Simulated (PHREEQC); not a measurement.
# Brine

Make-up at 25 °C: 0.78 mol Na2CO3 and 0.024 mol Na2SO4 per kg of water. Closed to the air; pH follows from the charge balance.

Equilibrium calculation in PHREEQC: Pitzer model, pitzer.dat.

Each row changes one thing in this solution. Precipitation was switched off in this run.

| case | pH | ionic strength (mol/kgw) |
|---|---|---|
| as made | 11.65 | 2.41 |
| diluted 5-fold with water | 11.40 | 0.479 |
| Na2SO4 left out | 11.65 | 2.33 |
| diluted 100-fold with water | 10.94 | 0.0231 |
| Na2SO4 from 0.024 to 0.036 mol/kgw | 11.65 | 2.44 |
| Na2CO3 replaced by NaHSO4 at the same molality | 0.70 | [?] |
| Na2CO3 from 0.78 to 0.39 mol/kgw | [?] | 1.24 |
| 0.012 mol/kgw H2SO4 added | 11.04 | 2.40 |

Task: Some entries are withheld; supply them.

Result: 
- Na2CO3 replaced by NaHSO4 at the same molality, ionic strength (mol/kgw): 1.43
- Na2CO3 from 0.78 to 0.39 mol/kgw, pH: 11.53

In brines, pH and single-ion activities rest on the MacInnes convention.
